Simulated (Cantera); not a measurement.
**PbO + CO + H₂ (iron carbonyl, mercury and lead vapours)**

Input: 1 mol PbO, a varied amount of CO, 1.8 mol H₂, equilibrated at 750 Torr.

Cantera equilibrium calculation (NASA polynomials, part measured and part estimated; ideal gas, pure solids and liquids). Candidate condensed phases: C, C₆H₆, C₇H₈, C₈H₁₈, H₂O, Pb, PbO, PbO₂, Pb₃O₄; 113 gas species. The numbers say what is thermodynamically allowed, not how fast it happens.

**Question.** Map the stable condensed phases over T = 900, 950, 1000, 1050, 1100, 1150, 1200, 1250, 1300, 1350, 1400, 1450, 1500 K and n(CO) in mol = 0.24, 0.34, 0.49, 0.7, 1, 1.4, 2.1, 2.9, 4.2, 6.1, 8.7.

**Answer.** 
```
T in K \ n(CO) in mol
         0.24 0.34 0.49  0.7    1  1.4  2.1  2.9  4.2  6.1  8.7
   1500     A    A    A    A    A    A    A    A    A    A    A
   1450     A    A    A    A    A    A    A    A    A    A    A
   1400     A    A    A    A    A    A    A    A    A    A    A
   1350     A    A    A    A    A    A    A    A    A    A    A
   1300     A    A    A    A    A    A    A    A    A    A    A
   1250     A    A    A    A    A    A    A    A    A    A    A
   1200     A    A    A    A    A    A    A    A    A    A    A
   1150     A    A    A    A    A    A    A    A    A    A    A
   1100     A    A    A    A    A    A    A    A    A    A    A
   1050     A    A    A    A    A    A    A    A    A    A    B
   1000     A    A    A    A    A    A    A    A    B    B    B
    950     A    A    A    A    A    A    B    B    B    B    B
    900     A    A    A    A    A    B    B    B    B    B    B
```
A: Pb; B: C + Pb.
